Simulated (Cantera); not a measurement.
Cantera run:

```python
import numpy as np
import cantera as ct

gas_names = """
    Cu CuO Cu2 H HO2 H2 H2O H2O2 O OH O2 O3
""".split()
cond_names = """
    Cu(cr) Cu(L) CuO(s) CuO2H2(s) Cu2O(s) Cu2O(L) H2O(s) H2O(L)
""".split()


# ... load() reads the species with a 1 bar reference pressure and builds the phases ...
atoms = {
    'Cu2O': {'Cu': 2, 'O': 1},
    'H2': {'H': 2},
    'H2O': {'H': 2, 'O': 1},
}
top_T = {'CuO(s)': 1390}  # K; cautious upper limits of use, not melting points


# ... equilibrate(T, P, feed) seeds the gas with the atoms and calls Mixture.equilibrate('TP', solver="vcs", rtol=1e-11, max_steps=5000) ...
results = []
feed = {'Cu2O': 1, 'H2': 0.6, 'H2O': 6.9}  # mol
P = 9200  # Pa
for T in [625, 725, 825, 925, 1025, 1125, 1225, 1325, 1425, 1525, 1625, 1725, 1825]:
    mix = equilibrate(T, P, feed)
    results.append((T, P, feed, dict(zip(mix.species_names, mix.species_moles))))

top = {s: max(r[3][s] / sum(r[3][g] for g in gas_names) for r in results) for s in gas_names}
cols = sorted((s for s in top if top[s] > 0.001), key=lambda s: -top[s])[:6]
seen = [c for c in cond_names if any(r[3].get(c, 0) > 1e-12 for r in results)]
print("log10 of partial pressures in bar; condensed amounts in mol")
print(f"{'T/K':>10s}" + "".join(f"{s[:9]:>10s}" for s in cols + seen))
for T, P, feed, n in results:
    ng = sum(n[g] for g in gas_names)
    print(f"{T:10.4g}" + "".join(f"{np.log10(max(n[s] / ng * P / 1e5, 1e-99)):10.3f}" for s in cols)
          + "".join(f"{n.get(c, 0):10.4g}" for c in seen))
```

Result:

```
log10 of partial pressures in bar; condensed amounts in mol
       T/K       H2O        O2        Cu        OH        H2    Cu(cr)     Cu(L)   Cu2O(s)   Cu2O(L)
       625    -1.036   -20.572   -21.305   -17.011    -8.527       1.2         0       0.4         0
       725    -1.036   -16.662   -17.435   -14.168    -7.653       1.2         0       0.4         0
       825    -1.036   -13.708   -14.509   -12.014    -6.980       1.2         0       0.4         0
       925    -1.036   -11.402   -12.220   -10.327    -6.443       1.2         0       0.4         0
      1025    -1.036    -9.552   -10.382    -8.969    -6.003       1.2         0    0.4001         0
      1125    -1.036    -8.037    -8.874    -7.854    -5.635       1.2         0    0.4002         0
      1225    -1.036    -6.775    -7.616    -6.922    -5.323     1.199         0    0.4004         0
      1325    -1.036    -5.708    -6.552    -6.131    -5.055     1.199         0    0.4004         0
      1425    -1.036    -4.699    -5.663    -5.429    -4.868         0     1.204    0.3977         0
      1525    -1.037    -3.809    -4.905    -4.815    -4.713         0     1.248         0    0.3756
      1625    -1.039    -3.285    -4.243    -4.342    -4.449         0     1.364         0    0.3159
      1725    -1.045    -2.828    -3.660    -3.927    -4.216         0     1.676         0    0.1529
      1825    -1.053    -2.627    -3.143    -3.610    -3.909         0     1.939         0         0
```

Equilibrium computed with Cantera from the NASA thermochemical tables; the gas is ideal and each condensed phase is pure. Each liquid is taken as pure. Mutual solubility and eutectic melting of coexisting phases are not modelled.
